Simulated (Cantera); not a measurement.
Thermodynamics of hydrogen reduction and annealing atmospheres, feed Cu2O + H2

Feed: 1 mol Cu2O, a varied amount of H2, equilibrated at 1627 °C and 248 Torr.

Equilibrium computed with Cantera from the NASA thermochemical tables; the gas is ideal and each condensed phase is pure. Candidate condensed phases: Cu, CuO, Cu(OH)2, Cu2O, H2O; 12 gas species. Equilibrium is a limit: real reactors are often held back by kinetics, nucleation or transport.

```
n(H2) (mol)   x H2     x H2O     x Cu      x H    x Cu2     x OH  n Cu(l)
-----------  -----  --------  -------  -------  -------  -------  -------
150          0.987   0.00663  0.00490  0.00137  1.41e-5  7.57e-7     1.26
250          0.990   0.00398  0.00490  0.00137  1.41e-5  4.54e-7    0.762
340          0.991   0.00292  0.00490  0.00138  1.41e-5  3.33e-7    0.316
440          0.992   0.00226  0.00450  0.00138  1.19e-5  2.58e-7        0
530          0.993   0.00188  0.00374  0.00138  8.23e-6  2.14e-7        0
620          0.994   0.00161  0.00320  0.00138  6.03e-6  1.83e-7        0
720          0.994   0.00138  0.00276  0.00138  4.48e-6  1.57e-7        0
810          0.995   0.00123  0.00245  0.00138  3.54e-6  1.40e-7        0
910          0.995   0.00110  0.00219  0.00138  2.81e-6  1.25e-7        0
1000         0.996  0.000997  0.00199  0.00138  2.33e-6  1.13e-7        0
```
x: gas mole fraction; n: condensed amount in mol.

From 150 mol H2 to 340 mol H2 the condensed part is Cu(l). From 440 mol H2 to 1000 mol H2 nothing is condensed. The main Cu-bearing gas is Cu throughout.
